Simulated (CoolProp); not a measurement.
Vapour-liquid equilibrium of carbon dioxide (1) + dimethyl ether (2) at 227.9 K; x and y are mole fractions of (1).

Model: multi-fluid Helmholtz-energy mixture model, Span 1996 and Wu 2011; pair parameters Bell 2016, in CoolProp.

```
x     bubble pressure (MPa)  y at the bubble point  dew pressure at overall composition x (MPa)  liquid density (mol/L)
----  ---------------------  ---------------------  -------------------------------------------  ----------------------
0.05                0.06243                  0.418                                      0.03974                   16.91
0.15                 0.1173                  0.720                                      0.04410                   17.64
0.25                 0.1799                  0.838                                      0.04952                   18.42
0.35                 0.2503                  0.899                                      0.05646                     ___
0.45                 0.3280                  0.935                                      0.06565                     ___
0.55                 0.4121                  0.958                                      0.07843                   21.06
0.65                 0.5011                    ___                                      0.09744                   22.04
0.75                 0.5931                  0.984                                          ___                   23.07
0.85                 0.6862                  0.992                                       0.1907                   24.16
0.95                 0.7784                  0.998                                       0.3785                   25.27
```

Q: Fill in the missing entries.

A: 
- 0.35, liquid density (mol/L): 19.25
- 0.45, liquid density (mol/L): 20.13
- 0.65, y at the bubble point: 0.973
- 0.75, dew pressure at overall composition x (MPa): 0.1288

No azeotrope shows between x = 0.05 and 0.95.

The pair parameters rest on a limited set of measurements; away from them the model extrapolates.
